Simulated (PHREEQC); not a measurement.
Dissolve 12 mmol/kgw Na2SeO3, 28 mmol/kgw Na2HPO4 and 0.049 mmol/kgw NaCl at 42 °C. Closed to the air; pH follows from the charge balance.

Equilibrium calculation in PHREEQC: ion-association model, wateq4f.dat.

Question: The ionic strength comes out as 0.117 mol/kgw. What activity coefficients do SeO3-2, HPO4-2, HSeO3-, PO4-3, Na+ get?

Answer: SeO3-2 0.34, HPO4-2 0.35, HSeO3- 0.77, PO4-3 0.092, Na+ 0.77.

No solid was allowed to form. H3PO4, which wateq4f.dat lacks, is added to it with the constant of phreeqc.dat. Constants without temperature data keep their 25 °C values here.
